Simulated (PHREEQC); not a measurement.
Solution (75 °C): 0.1 mol/kgw CdCl2. Closed to the air; pH follows from the charge balance.

Model: ion-association model, wateq4f.dat, run in PHREEQC.

No solid was allowed to form.

**Question.** Order these Cd species by the share of Cd that they hold, largest first: Cd+2, CdCl3-, CdCl2, CdCl+.

**Answer.** CdCl+ (63 %), Cd+2 (19 %), CdCl2 (16 %), CdCl3- (1.9 %)

**Question.** Order these Cl species by the share of Cl that they hold, largest first: Cl-, CdCl2, CdCl3-, CdCl+.

**Answer.** Cl- (49 %), CdCl+ (32 %), CdCl2 (16 %), CdCl3- (2.9 %)

The pH is 5.14 and the ionic strength 0.119 mol/kgw. Away from 25 °C the constants follow the database's enthalpies or fits; those with neither stay at their 25 °C values.
